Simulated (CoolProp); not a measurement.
Vapour-liquid equilibrium of n-pentane (1) + benzene (2) at 0.205 MPa; x and y are mole fractions of (1).

Computed with CoolProp (multi-fluid Helmholtz-energy mixture model, Thol 2019 and Thol 2012; pair parameters Bell 2016).

| x | bubble temperature (K) | y at the bubble point | dew temperature at overall composition x (K) | liquid density (mol/L) |
|---|---|---|---|---|
| 0.05 | 371.3 | 0.196 | 376.4 | 9.991 |
| 0.15 | 361.5 | 0.440 | 373.0 | 9.829 |
| 0.25 | 354.7 | 0.583 | 369.3 | 9.635 |
| 0.35 | 349.7 | 0.677 | 365.4 | 9.426 |
| 0.45 | 345.8 | 0.746 | 361.1 | 9.213 |
| 0.55 | 342.6 | 0.802 | 356.4 | 9.002 |
| 0.65 | 339.8 | 0.850 | 351.2 | 8.795 |
| 0.75 | 337.3 | 0.895 | 345.6 | 8.594 |
| 0.85 | 334.9 | 0.937 | 339.8 | 8.401 |
| 0.95 | 332.7 | 0.979 | 334.2 | 8.216 |

No azeotrope shows between x = 0.05 and 0.95.

Pair parameters are fitted to limited data, so mixtures are less certain than the pure fluids.
